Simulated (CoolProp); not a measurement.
Properties of R13 along the isotherm 58.05 °C.

Computed with CoolProp (reference Helmholtz-energy equation of state, Platzer 1990). This equation is an older, rougher fit.

| p (bar) | phase | speed of sound (m/s) | expansivity (1/kK) | viscosity (µPa s) | conductivity (mW/(m K)) | fugacity coefficient |
|---|---|---|---|---|---|---|
| 1.42 | gas | 171.7 | 3.114 | 15.8 | … | 0.9911 |
| 2.84 | gas | 170.5 | 3.213 | 15.8 | 14.6 | 0.9821 |
| 4.26 | gas | 169.4 | 3.318 | 15.9 | 14.7 | 0.9733 |
| 5.68 | gas | 168.2 | 3.427 | 15.9 | 14.8 | 0.9644 |
| 7.09 | gas | 167.0 | … | 15.9 | 14.9 | … |
| 8.51 | gas | 165.7 | 3.664 | 16.0 | 15.0 | … |
| 9.93 | gas | 164.5 | 3.793 | 16.0 | 15.1 | 0.9380 |
| 11.4 | gas | 163.2 | 3.934 | 16.1 | 15.2 | 0.9289 |
| 12.8 | gas | … | 4.076 | 16.1 | 15.3 | … |
| 14.2 | gas | 160.7 | 4.227 | 16.2 | 15.5 | 0.9117 |
| 15.6 | gas | 159.4 | 4.387 | 16.3 | 15.6 | 0.9031 |
| 17 | gas | 158.1 | 4.557 | 16.4 | 15.8 | 0.8945 |
| 18.4 | gas | … | 4.738 | 16.4 | 15.9 | 0.8860 |
| 19.9 | gas | 155.3 | 4.945 | 16.5 | 16.1 | 0.8769 |

Task: Complete the blanks.

Result: 
- 1.42, conductivity (mW/(m K)): 14.5
- 7.09, expansivity (1/kK): 3.542
- 7.09, fugacity coefficient: 0.9556
- 8.51, fugacity coefficient: 0.9468
- 12.8, speed of sound (m/s): 161.9
- 12.8, fugacity coefficient: 0.9203
- 18.4, speed of sound (m/s): 156.8

Viscosity comes from a separate model (Huber 2003), an estimate that may be off by 10 % or more. Thermal conductivity comes from a separate model (Huber 2003), an estimate that may be off by 10 % or more.
